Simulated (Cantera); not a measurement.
## Equilibrium for carbon deposition, reforming and gasification: CO + CO2

Charge: 1 mol CO, a varied amount of CO2, at 1452 °C and 41000 Pa.

Method: chemical equilibrium by Gibbs-energy minimisation in Cantera with the NASA 1993 tables (ideal gas, pure condensed phases). Candidate condensed phases: C; 12 gas species. Equilibrium is a limit: real reactors are often held back by kinetics, nucleation or transport.

From 0.086 mol CO2 to 4.8 mol CO2 nothing is condensed. The main C-bearing gas is CO at 0.086 mol CO2 and CO2 at 4.8 mol CO2.

```
n(CO2) (mol)   x CO   x CO2      x O2      x O
------------  -----  ------  --------  -------
0.086         0.921  0.0792  1.51e-10  1.11e-9
0.12          0.893   0.107  2.94e-10  1.55e-9
0.17          0.855   0.145  5.89e-10  2.20e-9
0.23          0.813   0.187   1.08e-9  2.98e-9
0.33          0.752   0.248   2.22e-9  4.27e-9
0.46          0.685   0.315   4.32e-9  5.95e-9
0.64          0.610   0.390   8.35e-9  8.29e-9
0.9           0.526   0.474   1.65e-8  1.17e-8
1.3           0.435   0.565   3.45e-8  1.68e-8
1.7           0.370   0.630   5.89e-8  2.20e-8
2.4           0.294   0.706   1.17e-7  3.11e-8
3.4           0.227   0.773   2.36e-7  4.40e-8
4.8           0.172   0.828   4.70e-7  6.21e-8
```
x: gas mole fraction; nothing condenses.
